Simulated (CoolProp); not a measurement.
Vapour-liquid equilibrium of R152A (1) + n-pentane (2) at 0.648 MPa; x and y are mole fractions of (1).

Values from CoolProp's multi-fluid Helmholtz-energy mixture model, Outcalt 1996 and Thol 2019; pair parameters Bell 2016.

```tsv
x	bubble temperature (°C)	y at the bubble point	dew temperature at overall composition x (°C)	liquid density (mol/L)
0.05	84.9	0.347	101.5	7.805
0.2	53.4	0.735	93.5	8.729
0.35	42.1	?	84.7	9.412
0.5	?	0.865	74.5	10.08
0.65	34.1	0.891	62.0	10.85
0.8	31.4	0.922	45.7	11.80
0.95	28.7	0.974	?	13.02
```

Q: What belongs in the gaps?

A: 
- 0.35, y at the bubble point: 0.827
- 0.5, bubble temperature (°C): 37.2
- 0.95, dew temperature at overall composition x (°C): 29.7

No azeotrope shows between x = 0.05 and 0.95.

The pair parameters rest on a limited set of measurements; away from them the model extrapolates. With so large a gap from Raoult's law the liquid may split in two, which this calculation doesn't test in full.
